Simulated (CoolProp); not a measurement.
A single-stage vapour-compression cycle with the fluid: evaporating at 279.15 K (dew point), condensing at 334.15 K (bubble point), superheat 10 K, subcooling 5 K, compressor efficiency 0.6, no pressure losses. The same conditions are run with several fluids, on thermodynamics alone (safety and materials aside).

The numbers come from the reference Helmholtz-energy equation of state of each fluid (R124: de Vries 1995; R1132(E): Akasaka 2024; R407C: Lemmon 2003; R1233zd(E): Akasaka 2022; R21: Platzer 1990; vinyl chloride: Thol 2022) in CoolProp. The equations of Platzer and Polt are older, rougher fits. Blends and air are pseudo-pure fits.

```
fluid           cooling COP  pressure ratio  discharge temperature (K)  refrigerating effect (kJ/kg)  volumetric capacity (kJ/m³)
--------------  -----------  --------------  -------------------------  ----------------------------  ---------------------------
R124                   2.36            5.02                      359.2                           107                         1310
R1132(E)               2.04            3.90                      385.0                           156                         4730
R407C                  1.95            5.00                      385.4                           135                         3070
R1233zd(E)             2.53            6.42                      365.6                           148                          516
R21                    2.59            5.91                      411.1                           194                          774
vinyl chloride         2.55            4.76                      407.8                           270                         1570
```
